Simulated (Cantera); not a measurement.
Cantera with NASA thermochemical tables; ideal gases at 1 bar, condensed phases pure. Values are per mole of reaction as written; species without (g) are pure solids or liquids, kept so even where they would boil at 1 bar.

### Question
Between 648 and 1173 K, where is each reaction favourable under standard conditions?
- PbS + CO2(g) = PbO + COS(g)

### Answer
- PbS + CO2(g) = PbO + COS(g): ΔG° is 138 kJ at 648 K and 139 kJ at 1173 K; it stays positive (K < 1). ΔH° is 164 kJ and ΔS° 22 J/K at 1173 K.
